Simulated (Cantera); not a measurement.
A perfectly stirred reactor is fed with CO : H₂ : CH₄ : O₂ : N₂ = 1 : 0.84 : 1.3 : 4.89 : 18.4 (molar parts), equivalence ratio 0.72, at 16.0 bar; it is adiabatic with a 500 K inlet, and is followed from long to short residence time, starting on the burning branch (τ in s: 0.076, 0.035, 0.016, 0.0077, 0.0036, 0.0017, 0.00077, 0.00036, 0.00017, 7.8e-05, 3.6e-05, 1.7e-05, 7.9e-06).

Cantera simulation using GRI-Mech 3.0 (53 species, 325 reactions); the numbers are that mechanism's predictions, not measurements. The pressure lies above the range GRI-Mech 3.0 was tuned for (to about 10 atm).

Task: What does this change do: N2 18.4 to 23 parts?

Result: 
| quantity | before | after |
|---|---|---|
| blow-out, bracketed by the residence times tried | burning at 36.0 µs, out at 17.0 µs | burning at 0.170 ms, out at 78.0 µs |
| x(CO) at τ = 76.0 ms | 0.000313 | 0.000106 |
| x(H₂) at τ = 76.0 ms | 9.03e-5 | 2.46e-5 |
| x(CH₄) at τ = 76.0 ms | 6.30e-7 | 1.89e-6 |
| x(N₂O) at τ = 76.0 ms | 1.03e-6 | 6.73e-7 |
| x(CO₂) at τ = 76.0 ms | 0.0898 | 0.0763 |
| x(CO) at τ = 0.770 ms | 0.00206 | 0.00241 |
| x(H₂) at τ = 0.770 ms | 0.000337 | 0.000304 |
| x(CH₄) at τ = 0.770 ms | 3.73e-5 | 6.93e-5 |
| x(N₂O) at τ = 0.770 ms | 1.96e-6 | 2.48e-6 |
| x(CO₂) at τ = 0.770 ms | 0.0879 | 0.0737 |

Task: What does this change do: pressure from 16.0 bar to 0.680 bar?

Result: 
```csv
quantity,before,after
"blow-out, bracketed by the residence times tried","burning at 36.0 µs, out at 17.0 µs","burning at 78.0 µs, out at 36.0 µs"
x(CO) at τ = 76.0 ms,0.000313,0.00239
x(H₂) at τ = 76.0 ms,9.03e-5,0.000707
x(CH₄) at τ = 76.0 ms,6.30e-7,4.08e-6
x(N₂O) at τ = 76.0 ms,1.03e-6,2.54e-7
x(CO₂) at τ = 76.0 ms,0.0898,0.0875
x(CO) at τ = 0.770 ms,0.00206,0.0179
x(H₂) at τ = 0.770 ms,0.000337,0.00583
x(CH₄) at τ = 0.770 ms,3.73e-5,0.000110
x(N₂O) at τ = 0.770 ms,1.96e-6,1.61e-7
x(CO₂) at τ = 0.770 ms,0.0879,0.0702
```
